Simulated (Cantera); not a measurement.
**Diamond growth**

A diamond (100) surface in a fixed gas of H2 with x(CH4) = 0.0056, x(H) = 0.0081, at 1125 K, 113 Torr; coverages are run to steady state.

Computed with Cantera and the Harris–Goodwin 1993 mechanism for the reconstructed diamond (100) surface.

```tsv
x(CH3)	growth (µm/h)	θ c6HH	θ c6H*	θ c6*H	θ c6**	θ c6HM
1e-06	0.115	0.493	0.0307	0.455	0.0210	3.67e-5
2.5e-06	0.288	0.493	0.0307	0.455	0.0210	9.17e-5
6.4e-06	0.738	0.493	0.0307	0.455	0.0209	0.000235
1.6e-05	1.84	0.492	0.0307	0.455	0.0209	0.000586
4.1e-05	4.72	0.492	0.0306	0.454	0.0209	0.00150
0.0001	11.5	0.490	0.0305	0.453	0.0208	0.00364
0.00026	29.4	0.486	0.0302	0.449	0.0205	0.00937
0.00065	71.6	0.476	0.0296	0.439	0.0198	0.0228
0.0016	166	0.454	0.0281	0.417	0.0183	0.0528
```
θ: site fractions in the mechanism's names (c6HH fully hydrogenated, c6H* and c6*H radical sites, c6** diradical, c6HM methylated).
